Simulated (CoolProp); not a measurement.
Vapour-liquid equilibrium of dimethyl ether (1) + chloromethane (R40) (2) at 45.55 °C; x and y are mole fractions of (1).

Computed with CoolProp (multi-fluid Helmholtz-energy mixture model, Wu 2011 and Thol 2014; pair parameters Bell 2016).

### Question
Give the bubble pressure and the first vapour's composition at x = 0.35, 0.5, 0.575. Is there an azeotrope?

### Answer
x = 0.35: 0.9707 MPa, y = 0.342; x = 0.5: 0.9686 MPa, y = 0.503; x = 0.575: 0.9709 MPa, y = 0.584. y crosses x between x = 0.425 and 0.5: the model has an azeotrope there.

Pair parameters are fitted to limited data, so mixtures are less certain than the pure fluids.
